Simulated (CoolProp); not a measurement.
Vapour-liquid equilibrium of neopentane (1) + n-pentane (2) at 937 kPa; x and y are mole fractions of (1).

Model: multi-fluid Helmholtz-energy mixture model, Lemmon 2006 and Thol 2019; pair parameters Bell 2016, in CoolProp.

Question: Give the bubble temperature and the first vapour's composition at x = 0.05, 0.2, 0.65. Is there an azeotrope?

Answer: x = 0.05: 119.8 °C, y = 0.076; x = 0.2: 114.5 °C, y = 0.283; x = 0.65: 100.4 °C, y = 0.749. No azeotrope shows between x = 0.05 and 0.95.

Pair parameters are fitted to limited data, so mixtures are less certain than the pure fluids.
